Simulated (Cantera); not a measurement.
Charge: 1 mol SiO2, 2.5 mol HBr, equilibrated at 0.740 bar.

Equilibrium computed with Cantera from the NASA thermochemical tables; the gas is ideal and each condensed phase is pure. Candidate condensed phases: Br2, H2O, Si, SiO2; 28 gas species. The tables hold silica as quartz up to 1696 K and as liquid above; real silica turns to tridymite and cristobalite and melts near 1996 K. Kinetics and transport are ignored.

log p: log10 of the partial pressure in bar; n: condensed amount in mol.

| T (K) | log p HBr | log p Br | log p H2 | log p Br2 | log p H2O | n SiO2(α-quartz) | n SiO2(β-quartz) |
|---|---|---|---|---|---|---|---|
| 600 | -0.13 | -8.22 | -5.17 | -5.17 | -6.02 | 1.000 | 0 |
| 700 | -0.13 | -6.68 | -4.50 | -4.51 | -5.37 | 1.000 | 0 |
| 800 | -0.13 | … | … | … | … | 1.000 | 0 |
| 900 | -0.13 | -4.62 | -3.61 | -3.63 | -4.52 | 0 | 1.000 |
| 1000 | -0.13 | -3.91 | -3.28 | -3.33 | -4.22 | 0 | 1.000 |
| 1100 | -0.13 | -3.33 | -2.99 | -3.11 | -3.98 | 0 | 1.000 |
| 1200 | -0.13 | … | … | … | … | 0 | 1.000 |
| 1300 | -0.14 | -2.47 | -2.49 | -2.82 | -3.62 | 0 | 1.000 |

Task: Fill in the missing entries.

Result: 
- 1200, log p Br: -2.86
- 1200, log p H2: -2.73
- 1200, log p Br2: -2.94
- 1200, log p H2O: -3.79
- 800, log p Br: -5.52
- 800, log p H2: -4.00
- 800, log p Br2: -4.01
- 800, log p H2O: -4.89
